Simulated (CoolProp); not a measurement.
CHF3 (R23) along the isobar 6.12 MPa: Z from the reference equation and from simpler models built on Tc = 299.3 K, pc = 4.832 MPa, ω = 0.263; each cubic takes its own stable root.

The numbers come from the reference Helmholtz-energy equation of state, Penoncello 2003 in CoolProp.

```
T (K)   phase  reference
-----  ------  ---------
164.1  liquid     0.2019
172.6  liquid     0.1957
181.1  liquid     0.1902
189.5  liquid     0.1855
198    liquid     0.1814
206.4  liquid     0.1779
214.9  liquid     0.1749
223.3  liquid     0.1726
231.8  liquid     0.1708
240.2  liquid     0.1697
248.7  liquid     0.1692
257.1  liquid     0.1695
265.6  liquid     0.1709
274.1  liquid     0.1736
282.5  liquid     0.1783
```

### Question
How far does each simpler model (van der Waals, Redlich-Kwong, Soave-Redlich-Kwong) lie from the reference over these 15 states: mean and median of the absolute difference, and the worst?

### Answer
- van der Waals: mean 70.9 %, median 71.3 %, worst +75.8 % at 164.1 K and 6.12 MPa
- Redlich-Kwong: mean 22.1 %, median 21.1 %, worst +27.4 % at 282.5 K and 6.12 MPa
- Soave-Redlich-Kwong: mean 18.1 %, median 17.1 %, worst +23.6 % at 282.5 K and 6.12 MPa
